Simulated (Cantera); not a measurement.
A perfectly stirred reactor is fed with 92.5 % NO, 7.51 % N2, at 0.0405 atm; it is held at 2200 K, and followed from long to short residence time.

Detailed kinetics in Cantera: GRI-Mech 3.0 (53 species, 325 reactions). Radical loss at walls, strong at low pressure, is not modelled.

x: mole fraction; the columns are a selection and need not sum to one.

```json
[
 {"τ (s)": "25", "x NO": "0.0425", "x O": "0.00885", "x O2": "0.435", "x N2": "0.514", "x NO2": "1.57e-5", "x N2O": "___"},
 {"τ (s)": "5.6", "x NO": "0.0998", "x O": "0.00856", "x O2": "0.406", "x N2": "0.485", "x NO2": "3.57e-5", "x N2O": "___"},
 {"τ (s)": "1.3", "x NO": "0.261", "x O": "0.00773", "x O2": "0.326", "x N2": "0.405", "x NO2": "8.35e-5", "x N2O": "___"},
 {"τ (s)": "0.28", "x NO": "0.622", "x O": "0.00546", "x O2": "0.147", "x N2": "0.225", "x NO2": "0.000132", "x N2O": "___"},
 {"τ (s)": "0.064", "x NO": "0.860", "x O": "0.00307", "x O2": "0.0302", "x N2": "0.107", "x NO2": "8.52e-5", "x N2O": "___"},
 {"τ (s)": "0.014", "x NO": "0.914", "x O": "0.00171", "x O2": "0.00410", "x N2": "0.0799", "x NO2": "4.56e-5", "x N2O": "___"},
 {"τ (s)": "0.0032", "x NO": "0.923", "x O": "0.000626", "x O2": "0.000315", "x N2": "0.0757", "x NO2": "1.84e-5", "x N2O": "___"},
 {"τ (s)": "0.00072", "x NO": "0.925", "x O": "0.000127", "x O2": "1.30e-5", "x N2": "0.0752", "x NO2": "3.07e-6", "x N2O": "___"}
]
```

### Question
Some entries are withheld; supply them.

### Answer

- 25, x N2O: 4.64e-7
- 5.6, x N2O: 2.19e-6
- 1.3, x N2O: 1.54e-5
- 0.28, x N2O: 0.000104
- 0.064, x N2O: 0.000247
- 0.014, x N2O: 0.000292
- 0.0032, x N2O: 0.000221
- 0.00072, x N2O: 8.80e-5
